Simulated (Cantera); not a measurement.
Cantera run, input and output.

```python
import numpy as np
import cantera as ct

gas = ct.Solution("gri30.yaml")
gas.TP = 300, 100000
flame = ct.CounterflowDiffusionFlame(gas, width=0.02)
flame.fuel_inlet.X, flame.fuel_inlet.T = {'CH4': 1}, 600
flame.oxidizer_inlet.X, flame.oxidizer_inlet.T = {'O2': 0.2, 'N2': 0.8}, 750
flame.set_refine_criteria(ratio=3, slope=0.12, curve=0.24, prune=0.03)
show = ['OH', 'H', 'NO', 'CO', 'C2H2']

rows = []
print(f"{'mdot':>8s}{'a_max':>10s}{'a_mean':>10s}{'Tmax/K':>9s}" + "".join(f"{s:>11s}" for s in show) + "   (peak mole fractions)")
for i, mdot in enumerate([0.25, 0.34, 0.46, 0.62, 0.84, 1.1, 1.5]):  # kg/m2/s on the oxidiser side
    flame.oxidizer_inlet.mdot, flame.fuel_inlet.mdot = mdot, 0.92 * mdot
    flame.solve(loglevel=0, auto=(i == 0))
    if flame.T.max() < max(600, 750) + 100:
        print(f"{mdot:8.3g}  no burning solution found from the previous one")
        break
    dT = np.abs(np.gradient(flame.T, flame.grid))
    rows.append([flame.strain_rate("max"), flame.strain_rate("mean"), flame.T.max(),
                 *(flame.X[gas.species_index(s)].max() for s in show), max(dT[0], dT[-1]) / dT.max()])
    print(f"{mdot:8.3g}{rows[-1][0]:10.1f}{rows[-1][1]:10.1f}{rows[-1][2]:9.1f}" + "".join(f"{x:11.3e}" for x in rows[-1][3:-1]))
```

It prints:

```
    mdot     a_max    a_mean   Tmax/K         OH          H         NO         CO       C2H2   (peak mole fractions)
    0.25     242.9      62.8   2196.5  9.648e-03  5.222e-03  3.513e-04  6.108e-02  1.703e-02
    0.34     321.0      85.4   2183.0  9.605e-03  5.436e-03  3.265e-04  6.002e-02  1.613e-02
    0.46     423.4     115.6   2171.1  9.554e-03  5.653e-03  3.013e-04  5.923e-02  1.535e-02
    0.62     557.6     155.8   2159.1  9.479e-03  5.855e-03  2.739e-04  5.859e-02  1.456e-02
    0.84     738.4     211.1   2146.0  9.357e-03  6.037e-03  2.431e-04  5.805e-02  1.371e-02
     1.1     948.3     276.4   2132.1  9.177e-03  6.157e-03  2.128e-04  5.764e-02  1.286e-02
     1.5    1265.1     376.9   2113.4  8.883e-03  6.235e-03  1.762e-04  5.741e-02  1.181e-02
```

Cantera simulation using GRI-Mech 3.0 (53 species, 325 reactions); the numbers are that mechanism's predictions, not measurements. GRI-Mech 3.0 has no aromatics or soot, which form on the fuel side of real flames. The maximum strain rate includes the flame's own expansion and is several times the mean.
